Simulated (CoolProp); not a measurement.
Vapour pressure (MPa) of nitrogen: the reference equation beside estimates from Tc = -147.0 °C, pc = 3.396 MPa, ω = 0.037. Clausius-Clapeyron is anchored at -170.65 °C with a constant enthalpy of vaporisation of 4.346 kJ/mol.

Values from CoolProp's reference Helmholtz-energy equation of state, Span 2000.

```
T (°C)   reference  Lee-Kesler  Clausius-Clapeyron  van der Waals  Soave-Redlich-Kwong  Peng-Robinson
-------  ---------  ----------  ------------------  -------------  -------------------  -------------
-173.45     0.7622      0.7625              0.7988          1.228               0.7687         0.7645
-170.65     0.9218      0.9217              0.9218          1.396               0.9310         0.9249
-167.75      1.111       1.110               1.061          1.584                1.123          1.115
-164.95      1.319       1.317               1.206          1.780                1.334          1.324
-162.05      1.561       1.559               1.368          1.999                1.581          1.569
-159.25      1.825       1.822               1.536          2.224                1.848          1.835
-156.35      2.131       2.127               1.721          2.474                2.156          2.143
-153.55      2.461       2.458               1.911          2.730                2.485          2.474
-150.65      2.841       2.841               2.119          3.012                2.862          2.854
```

Absolute difference from the reference over all 9 rows, mean and median: Lee-Kesler 0.1 and 0.1 %, Clausius-Clapeyron 12.6 and 12.4 %, van der Waals 30.3 and 28.1 %, Soave-Redlich-Kwong 1.1 and 1.1 %, Peng-Robinson 0.4 and 0.5 %.
